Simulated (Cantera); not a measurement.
**TiCl4 + O2 + H2 (titanium nitride, carbide and oxide coatings)**

Feed: 1 mol TiCl4, 1.3 mol O2, 500 mol H2, at 0.000310 bar.

Equilibrium computed with Cantera from the NASA thermochemical tables; the gas is ideal and each condensed phase is pure. Candidate condensed phases: H2O, Ti, TiCl2, TiCl3, TiCl4, TiO, TiO2, Ti2O3, Ti3O5, Ti4O7; 23 gas species. Mutual solubility and eutectic melting of coexisting phases are not modelled. Condensed phases not in the tables: Magnéli phases beyond Ti4O7. Rates play no part.

```
T (K)   x H2       x H    x HCl    x H2O     x TiO      x Cl  n Ti4O7(s)  n Ti3O5(s)  n Ti2O3(s)
-----  -----  --------  -------  -------  --------  --------  ----------  ----------  ----------
1373   0.990  0.000188  0.00797  0.00169  9.55e-12   1.25e-6       0.250           0           0
1473   0.989  0.000715  0.00796  0.00186  5.28e-10   4.66e-6           0       0.333           0
1573   0.988   0.00230  0.00794  0.00186   1.79e-8   1.47e-5           0       0.333           0
1673   0.984   0.00642  0.00790  0.00185   3.90e-7   4.02e-5           0       0.333           0
1773   0.974    0.0159  0.00781  0.00185   5.93e-6   9.82e-5           0       0.332           0
1873   0.954    0.0358  0.00761  0.00207   6.11e-5  0.000216           0       0.102       0.328
1973   0.916    0.0734  0.00723  0.00229  0.000468  0.000433           0           0       0.352
2073   0.850     0.138  0.00661  0.00264   0.00155  0.000790           0           0           0
```
x: gas mole fraction; n: condensed amount in mol.

At 1373 K the condensed part is Ti4O7(s). From 1473 K to 1773 K the condensed part is Ti3O5(s). At 1873 K the condensed part is Ti2O3(s) + Ti3O5(s). At 1973 K the condensed part is Ti2O3(s). At 2073 K nothing is condensed.
